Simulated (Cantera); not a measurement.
Input: 1 mol Si, 15 mol HCl, 0.76 mol NF₃, equilibrated at 825 K and 0.133 bar.

These are equilibrium values from Cantera (NASA tables, ideal gas, pure condensed phases), not measurements of a reactor. Candidate condensed phases: NH₄Cl, Si, Si₃N₄; 49 gas species. Equilibrium is a limit: real reactors are often held back by kinetics, nucleation or transport.

Base state: HCl 0.855, H₂ 0.0554, SiF₄ 0.0367, SiCl₄ 0.0278, N₂ 0.0245, HF 0.000202 (mole fractions); condensed: gas only.

### Question
What changes in the equilibrium state with this change: temperature from 825 K to 1098.15 K?

### Answer
```csv
species,before,after
HCl,0.855,0.854
H₂,0.0554,0.0554
SiF₄,0.0367,0.0363
HF,0.000202,0.00170
SiCl₄,0.0278,0.0281
N₂,0.0245,0.0245
SiCl₃,2.92e-8,1.69e-5
SiHF₃,6.62e-7,1.10e-5
SiHCl₃,2.22e-6,2.65e-5
```
The tables' values for SiCl₃ are old estimates; treat these amounts as uncertain.
